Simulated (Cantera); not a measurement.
A Cantera script and what it prints.

```python
import numpy as np
import cantera as ct

gas_names = """
    Br2 H2 HBr
""".split()
cond_names = """
    Hg(cr) Hg(L) HgBr2(s) HgBr2(L) Ca(a) Ca(b) Ca(L) CaBr2(s) CaBr2(L)
""".split()


def load(file, names, dense=False):
    # The tables refer to 1 bar. Condensed volumes are neglected.
    table = {s.name: s for s in ct.Species.list_from_file(file)}
    out = []
    for n in names:
        d = dict(table[n].input_data)
        d["thermo"] = dict(d["thermo"], **{"reference-pressure": 1e5})
        if dense:
            d["equation-of-state"] = {"model": "constant-volume", "density": "1e6 g/cm^3"}
        out.append(ct.Species.from_dict(d))
    return out


species = {s.name: s for s in load("nasa_gas.yaml", gas_names) + load("nasa_condensed.yaml", cond_names)}
# Each term lists the table entries of one substance; the one whose range holds T is used.
reactions = {
    'Hg + Br2(g) = HgBr2':
        [(-1, ['Hg(cr)', 'Hg(L)']), (-1, ['Br2']), (1, ['HgBr2(s)', 'HgBr2(L)'])],
    'Ca + Br2(g) = CaBr2':
        [(-1, ['Ca(a)', 'Ca(b)', 'Ca(L)']), (-1, ['Br2']), (1, ['CaBr2(s)', 'CaBr2(L)'])],
    'H2(g) + Br2(g) = 2 HBr(g)':
        [(-1, ['H2']), (-1, ['Br2']), (2, ['HBr'])],
}


def pick(names, T):
    return next(species[n] for n in names if species[n].thermo.min_temp <= T <= species[n].thermo.max_temp)


results = []
for label, terms in reactions.items():
    print(label)
    print("     T/K   dH/kJ  dS/(J/K)   dG/kJ   log10 K")
    for T in [300, 375, 400, 425, 450, 475]:
        used = [(nu, pick(names, T)) for nu, names in terms]
        dH = sum(nu * s.thermo.h(T) for nu, s in used) / 1e6
        dS = sum(nu * s.thermo.s(T) for nu, s in used) / 1e3
        dG = dH - T * dS / 1e3
        logK = -dG * 1e6 / (ct.gas_constant * T * np.log(10))
        results.append((label, T, dH, dS, dG, logK, [s.name for _, s in used]))
        print(f"{T:8g} {dH:8.1f} {dS:8.1f} {dG:8.1f} {logK:8.2f}")
```

Result:

```
Hg + Br2(g) = HgBr2
     T/K   dH/kJ  dS/(J/K)   dG/kJ   log10 K
     300   -200.3   -151.1   -155.0    26.99
     375   -199.4   -148.4   -143.8    20.03
     400   -199.1   -147.5   -140.1    18.29
     425   -198.7   -146.6   -136.4    16.76
     450   -198.3   -145.7   -132.8    15.41
     475   -197.9   -144.9   -129.1    14.20
Ca + Br2(g) = CaBr2
     T/K   dH/kJ  dS/(J/K)   dG/kJ   log10 K
     300   -714.2   -158.2   -666.7   116.08
     375   -713.1   -155.2   -654.9    91.23
     400   -712.8   -154.3   -651.1    85.02
     425   -712.4   -153.4   -647.2    79.54
     450   -712.1   -152.6   -643.4    74.68
     475   -711.7   -151.9   -639.6    70.33
H2(g) + Br2(g) = 2 HBr(g)
     T/K   dH/kJ  dS/(J/K)   dG/kJ   log10 K
     300   -103.8     21.2   -110.2    19.18
     375   -104.3     19.6   -111.7    15.56
     400   -104.5     19.1   -112.2    14.65
     425   -104.7     18.7   -112.7    13.85
     450   -104.9     18.2   -113.1    13.13
     475   -105.1     17.8   -113.6    12.49
```

Source: NASA polynomial tables (part measured, part estimated), evaluated in Cantera. Condensed species are held in their standard states even where they would react or evaporate.
